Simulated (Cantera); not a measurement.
A closed system holds: 1 mol Si3N4, 0.075 mol CO2, 20 mol N2, equilibrated at 0.00120 Torr.

These are equilibrium values from Cantera (NASA tables, ideal gas, pure condensed phases), not measurements of a reactor. Candidate condensed phases: C, Si, SiC, SiO2, Si2N2O, Si3N4; 34 gas species. Mutual solubility and eutectic melting of coexisting phases are not modelled. The tables' values for SiN are old estimates; treat these amounts as uncertain. Equilibrium is a limit: real reactors are often held back by kinetics, nucleation or transport.

x: gas mole fraction; n: condensed amount in mol.

```csv
T (K),x N2,x Si,x SiO,x CO,x Si2C,x Si2,x Si2N,n SiC(s),n Si2N2O(s),n Si3N4(s),n Si(s)
1050,1.000,2.81e-12,3.43e-9,2.42e-6,<1e-12,<1e-12,<1e-12,0.0750,0.150,0.875,0
1150,1.000,2.87e-9,1.16e-6,1.14e-5,<1e-12,<1e-12,<1e-12,0.0748,0.150,0.875,0
1250,1.000,9.55e-7,0.000153,4.16e-5,1.34e-10,2.61e-11,?,0.0742,0.146,0.877,0
1350,0.993,0.000125,0.00667,9.90e-5,5.07e-8,4.83e-8,?,0.0728,0,0,2.78
1450,0.991,0.00192,0.00661,0.000149,1.95e-6,1.70e-6,?,0.0717,0,0,2.74
1550,0.972,0.0208,0.00642,0.000207,4.62e-5,3.75e-5,?,0.0693,0,0,2.31
1650,0.882,0.111,0.00546,0.000553,0.000491,0.000248,?,0.0489,0,0,0
```

### Question
What belongs in the gaps?

### Answer

- 1250, x Si2N: 1.07e-9
- 1350, x Si2N: 5.04e-7
- 1450, x Si2N: 5.48e-6
- 1550, x Si2N: 4.31e-5
- 1650, x Si2N: 0.000111
